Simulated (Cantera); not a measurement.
Al + N2 + H2 (aluminium nitride and oxide growth)

A closed system holds: 1 mol Al, 2.2 mol N2, 410 mol H2, at 34.0 mbar.

Cantera equilibrium calculation (NASA polynomials, part measured and part estimated; ideal gas, pure solids and liquids). Candidate condensed phases: Al, AlN; 13 gas species. Kinetics and transport are ignored.

From 1675 K to 1825 K the condensed part is AlN(s). From 1875 K to 2075 K nothing is condensed. The main Al-bearing gas is Al throughout.

| T (K) | x H2 | x H | x N2 | x Al | x AlH | x Al2 | n AlN(s) |
|---|---|---|---|---|---|---|---|
| 1675 | 0.995 | 0.000628 | 0.00415 | 3.15e-5 | 3.80e-6 | 7.78e-11 | 0.985 |
| 1725 | 0.995 | 0.00100 | 0.00419 | 0.000118 | 1.22e-5 | 7.53e-10 | 0.947 |
| 1775 | 0.994 | 0.00156 | 0.00434 | 0.000401 | 3.59e-5 | 6.24e-9 | 0.820 |
| 1825 | 0.992 | 0.00238 | 0.00478 | 0.00124 | 9.68e-5 | 4.32e-8 | 0.449 |
| 1875 | 0.989 | 0.00353 | 0.00532 | 0.00226 | 0.000155 | 1.06e-7 | 0 |
| 1925 | 0.987 | 0.00515 | 0.00531 | 0.00228 | 0.000138 | 8.06e-8 | 0 |
| 1975 | 0.985 | 0.00736 | 0.00530 | 0.00229 | 0.000124 | 6.20e-8 | 0 |
| 2025 | 0.982 | 0.0103 | 0.00530 | 0.00230 | 0.000111 | 4.81e-8 | 0 |
| 2075 | 0.978 | 0.0143 | 0.00529 | 0.00230 | 0.000100 | 3.77e-8 | 0 |
x: gas mole fraction; n: condensed amount in mol.
